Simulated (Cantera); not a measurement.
What does this Cantera script print?

```python
import numpy as np
import cantera as ct

gas = ct.Solution("gri30.yaml")
gas.TPX = 1798, 350000, {'CH4': 1, 'O2': 1.82, 'N2': 6.84}
reactor = ct.IdealGasReactor(gas, energy="on", clone=False)
net = ct.ReactorNet([reactor])
net.rtol, net.atol = 1e-08, 1e-16
show = ['CH4', 'O2', 'CH2O', 'NO2', 'C2H4', 'C2H', 'CH3']
times = np.geomspace(2e-06, 1, 11)

steps = ct.SolutionArray(gas, extra=["t"])
rows = []
print(f"{'t/s':>10s}{'T/K':>9s}{'P/Pa':>11s}" + "".join(f"{s:>11s}" for s in show))
for t in times:
    while net.time < t:
        t_next = net.step()
        steps.append(gas.state, t=t_next)
    rows.append([np.interp(t, steps.t, y) for y in (steps.T, steps.P, *steps(*show).X.T)])
    print(f"{t:10.3e}{rows[-1][0]:9.1f}{rows[-1][1]:11.4g}" + "".join(f"{x:11.3e}" for x in rows[-1][2:]))
rate = np.gradient(steps.T, steps.t)
print("integrator steps:", len(steps.t))
if steps.T.max() > steps.T[0] + 200:
    print(f"time of steepest temperature rise: {steps.t[rate.argmax()]:.4e} s")
gas.TPX = 1798, 350000, {'CH4': 1, 'O2': 1.82, 'N2': 6.84}
gas.equilibrate("UV")
print(f"equilibrium (UV): T = {gas.T:.1f} K  " + "  ".join(f"{s} {gas[s].X[0]:.3e}" for s in show))
```

Result:

```
       t/s      T/K       P/Pa        CH4         O2       CH2O        NO2       C2H4        C2H        CH3
 2.000e-06   1797.6  3.499e+05  1.034e-01  1.884e-01  5.701e-06  5.272e-16  6.081e-08  3.948e-17  8.611e-05
 7.429e-06   1797.1  3.499e+05  1.029e-01  1.882e-01  1.112e-04  4.182e-14  5.928e-06  5.662e-14  4.161e-04
 2.759e-05   1841.9  3.598e+05  9.066e-02  1.803e-01  2.833e-03  1.777e-11  1.006e-03  2.102e-09  2.753e-03
 1.025e-04   3130.3  6.539e+05  1.924e-13  1.569e-02  4.835e-09  3.690e-06  2.177e-20  9.928e-17  1.535e-12
 3.807e-04   3124.1  6.525e+05  2.030e-13  1.471e-02  4.914e-09  4.790e-06  2.322e-20  9.981e-17  1.584e-12
 1.414e-03   3124.1  6.525e+05  2.030e-13  1.471e-02  4.914e-09  4.791e-06  2.322e-20  9.981e-17  1.584e-12
 5.253e-03   3124.1  6.525e+05  2.030e-13  1.471e-02  4.914e-09  4.791e-06  2.322e-20  9.981e-17  1.584e-12
 1.951e-02   3124.1  6.525e+05  2.030e-13  1.471e-02  4.914e-09  4.791e-06  2.322e-20  9.981e-17  1.584e-12
 7.248e-02   3124.1  6.525e+05  2.030e-13  1.471e-02  4.914e-09  4.791e-06  2.322e-20  9.981e-17  1.584e-12
 2.692e-01   3124.1  6.525e+05  2.030e-13  1.471e-02  4.914e-09  4.791e-06  2.322e-20  9.981e-17  1.584e-12
 1.000e+00   3124.1  6.525e+05  2.030e-13  1.471e-02  4.914e-09  4.791e-06  2.322e-20  9.981e-17  1.584e-12
integrator steps: 1591
time of steepest temperature rise: 3.6752e-05 s
equilibrium (UV): T = 3124.1 K  CH4 2.574e-13  O2 1.471e-02  CH2O 4.914e-09  NO2 4.791e-06  C2H4 2.501e-20  C2H 1.046e-16  CH3 2.009e-12
```

Computed with Cantera and GRI-Mech 3.0 (53 species, 325 reactions). Above 3000 K some thermodynamic fits are extrapolated.
